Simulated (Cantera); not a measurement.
Input: 1 mol HI, 1.9 mol O₂, 0.23 mol H₂, equilibrated at 2327 °C and 22.0 bar.

Cantera equilibrium calculation (NASA polynomials, part measured and part estimated; ideal gas, pure solids and liquids). Candidate condensed phases: H₂O, I₂; 12 gas species. Kinetics and transport are ignored.

Base state: O₂ 0.467, I 0.289, H₂O 0.212, OH 0.0160, HI 0.00617, I₂ 0.00599, O 0.00339, H₂ 0.000627 (mole fractions); condensed: gas only.

**Question.** What changes in the equilibrium state with this change: H₂ from 0.23 to 0.9 mol?

**Answer.** 
```json
[
 {"species": "H₂O", "before": "0.212", "after": "0.373"},
 {"species": "O₂", "before": "0.467", "after": "0.330"},
 {"species": "I", "before": "0.289", "after": "0.260"},
 {"species": "OH", "before": "0.0160", "after": "0.0195"},
 {"species": "H₂", "before": "0.000627", "after": "0.00131"},
 {"species": "H", "before": "0.000205", "after": "0.000297"},
 {"species": "HI", "before": "0.00617", "after": "0.00804"},
 {"species": "I₂", "before": "0.00599", "after": "0.00486"}
]
```

**Question.** What changes in the equilibrium state with this change: HI replaced by HCl?

**Answer.** 
| species | before | after |
|---|---|---|
| O₂ | 0.467 | 0.551 |
| HCl | 0 | 0.233 |
| H₂O | 0.212 | 0.114 |
| I | 0.289 | 0 |
| Cl | 0 | 0.0757 |
| OH | 0.0160 | 0.0123 |
| Cl₂ | 0 | 0.00670 |
| HI | 0.00617 | 0 |
| I₂ | 0.00599 | 0 |

**Question.** What changes in the equilibrium state with this change: HI replaced by PH₃?

**Answer.** 
```json
[
 {"species": "H₂O", "before": "0.212", "after": "0.603"},
 {"species": "PO₂", "before": "0", "after": "0.352"},
 {"species": "O₂", "before": "0.467", "after": "0.0170"},
 {"species": "I", "before": "0.289", "after": "0"},
 {"species": "OH", "before": "0.0160", "after": "0.0118"},
 {"species": "HI", "before": "0.00617", "after": "0"},
 {"species": "I₂", "before": "0.00599", "after": "0"},
 {"species": "PO", "before": "0", "after": "0.00590"}
]
```
Gases not in the tables: HPO₂, HPO₃ and P₄O₆. Further candidate phases: P, P₄O₁₀.
